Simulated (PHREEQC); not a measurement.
1 kg of water holding 0.51 mol CaCl2 and 0.0055 mol MgCl2 is evaporated at 75 °C; the solids stay in contact with the brine. CO2 from the air is kept out. The run lets Bischofite, Brucite, Portlandite, MgCl2_4H2O precipitate or redissolve, and no other solid.

Model: Pitzer model, pitzer.dat, run in PHREEQC.

Question: Predict water activity at water left (kg) = 1, 0.2533, 0.2082, 0.1711, 0.1407.

Answer: 
```csv
water left (kg),water activity
1,0.976
0.2533,0.867
0.2082,0.825
0.1711,0.769
0.1407,0.696
```

Species that the database lacks are ignored. Constants without temperature data keep their 25 °C values here.
